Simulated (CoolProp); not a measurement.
Properties of fluorine along the isotherm 26.85 °C.

Values from CoolProp's reference Helmholtz-energy equation of state, de Reuck 1990.

```
p (bar)          phase  density (kg/m³)  Joule-Thomson coefficient (K/MPa)  expansivity (1/kK)
-------  -------------  ---------------  ---------------------------------  ------------------
14.6               gas            22.37                                [?]               3.449
29.1               gas            44.85                              1.805               3.563
43.7               gas            67.70                                [?]               3.672
58.2     supercritical            90.56                              1.647               3.771
72.8     supercritical            113.7                              1.560               3.862
87.3     supercritical              [?]                              1.475                 [?]
102      supercritical            159.9                              1.395               4.020
116      supercritical            181.9                              1.325                 [?]
131      supercritical              [?]                              1.257                 [?]
```

Task: Fill in the missing entries.

Result: 
- 14.6, Joule-Thomson coefficient (K/MPa): 1.858
- 43.7, Joule-Thomson coefficient (K/MPa): 1.731
- 87.3, density (kg/m³): 136.6
- 87.3, expansivity (1/kK): 3.944
- 116, expansivity (1/kK): 4.087
- 131, density (kg/m³): 205.4
- 131, expansivity (1/kK): 4.154
